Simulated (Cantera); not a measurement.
What does this Cantera script print?

```python
import numpy as np
import cantera as ct

gas = ct.Solution("gri30.yaml")
gas.TPX = 1525, 830000, {'CO': 1, 'H2': 0.51, 'CH4': 0.36, 'O2': 1.76, 'N2': 21.1, 'H2O': 0.097}
reactor = ct.IdealGasConstPressureReactor(gas, energy="on", clone=False)
net = ct.ReactorNet([reactor])
net.rtol, net.atol = 1e-08, 1e-16
show = ['CO', 'H2', 'CH4', 'CH2O', 'H2O', 'C2H6']
times = np.geomspace(2e-06, 7, 16)

steps = ct.SolutionArray(gas, extra=["t"])
rows = []
print(f"{'t/s':>10s}{'T/K':>9s}{'P/Pa':>11s}" + "".join(f"{s:>11s}" for s in show))
for t in times:
    while net.time < t:
        t_next = net.step()
        steps.append(gas.state, t=t_next)
    rows.append([np.interp(t, steps.t, y) for y in (steps.T, steps.P, *steps(*show).X.T)])
    print(f"{t:10.3e}{rows[-1][0]:9.1f}{rows[-1][1]:11.4g}" + "".join(f"{x:11.3e}" for x in rows[-1][2:]))
rate = np.gradient(steps.T, steps.t)
print("integrator steps:", len(steps.t))
if steps.T.max() > steps.T[0] + 200:
    print(f"time of steepest temperature rise: {steps.t[rate.argmax()]:.4e} s")
gas.TPX = 1525, 830000, {'CO': 1, 'H2': 0.51, 'CH4': 0.36, 'O2': 1.76, 'N2': 21.1, 'H2O': 0.097}
gas.equilibrate("HP")
print(f"equilibrium (HP): T = {gas.T:.1f} K  " + "  ".join(f"{s} {gas[s].X[0]:.3e}" for s in show))
```

It prints:

```
       t/s      T/K       P/Pa         CO         H2        CH4       CH2O        H2O       C2H6
 2.000e-06   1525.0    8.3e+05  4.028e-02  2.054e-02  1.450e-02  1.981e-08  3.908e-03  2.260e-10
 5.461e-06   1525.0    8.3e+05  4.028e-02  2.053e-02  1.449e-02  5.041e-07  3.922e-03  4.381e-08
 1.491e-05   1533.0    8.3e+05  4.027e-02  1.991e-02  1.346e-02  1.860e-04  5.335e-03  9.950e-05
 4.072e-05   2045.5    8.3e+05  2.077e-02  3.242e-03  7.125e-15  4.551e-10  4.714e-02  5.042e-27
 1.112e-04   2227.1    8.3e+05  5.430e-03  9.017e-04  8.181e-18  1.632e-11  5.264e-02  4.363e-31
 3.037e-04   2261.7    8.3e+05  2.180e-03  3.763e-04  7.273e-19  2.692e-12  5.384e-02  1.366e-35
 8.292e-04   2267.2    8.3e+05  1.636e-03  2.935e-04  4.108e-19  1.600e-12  5.404e-02  8.915e-33
 2.264e-03   2267.0    8.3e+05  1.629e-03  2.924e-04  4.002e-19  1.587e-12  5.404e-02  1.694e-35
 6.183e-03   2266.4    8.3e+05  1.631e-03  2.930e-04  4.035e-19  1.592e-12  5.404e-02  1.721e-35
 1.688e-02   2264.9    8.3e+05  1.637e-03  2.943e-04  4.113e-19  1.605e-12  5.405e-02  1.755e-35
 4.610e-02   2262.2    8.3e+05  1.648e-03  2.969e-04  4.250e-19  1.631e-12  5.406e-02  1.820e-35
 1.259e-01   2260.1    8.3e+05  1.658e-03  2.993e-04  4.372e-19  1.654e-12  5.407e-02  1.881e-35
 3.438e-01   2259.7    8.3e+05  1.660e-03  2.997e-04  4.393e-19  1.658e-12  5.407e-02  1.892e-35
 9.388e-01   2259.7    8.3e+05  1.660e-03  2.997e-04  4.393e-19  1.658e-12  5.407e-02  1.892e-35
 2.563e+00   2259.7    8.3e+05  1.660e-03  2.997e-04  4.393e-19  1.658e-12  5.407e-02  1.892e-35
 7.000e+00   2259.7    8.3e+05  1.660e-03  2.997e-04  4.393e-19  1.658e-12  5.407e-02  1.892e-35
integrator steps: 1717
time of steepest temperature rise: 3.0035e-05 s
equilibrium (HP): T = 2259.7 K  CO 1.660e-03  H2 2.997e-04  CH4 6.140e-19  CH2O 1.658e-12  H2O 5.407e-02  C2H6 2.970e-35
```

Computed with Cantera and GRI-Mech 3.0 (53 species, 325 reactions).
